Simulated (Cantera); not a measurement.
An isothermal, constant-pressure homogeneous reactor starts with 88.5 % NO, 11.5 % N2, at 1700 K and 1.48 atm.

Detailed kinetics in Cantera: GRI-Mech 3.0 (53 species, 325 reactions).

Task: Predict: x(NO) at 1.00 s; x(N2O) at 1.00 s; x(O2) at 1.00 s; x(N2) at 1.00 s; x(O) at 1.00 s.

Result: 
| Quantity | Result |
|---|---|
| x(NO) at 1.00 s | 0.711 (gas-phase equilibrium 0.00354) |
| x(N2O) at 1.00 s | 0.000200 (gas-phase equilibrium 2.13e-7) |
| x(O2) at 1.00 s | 0.0856 (gas-phase equilibrium 0.441) |
| x(N2) at 1.00 s | 0.202 (gas-phase equilibrium 0.556) |
| x(O) at 1.00 s | 1.13e-5 (gas-phase equilibrium 2.44e-5) |
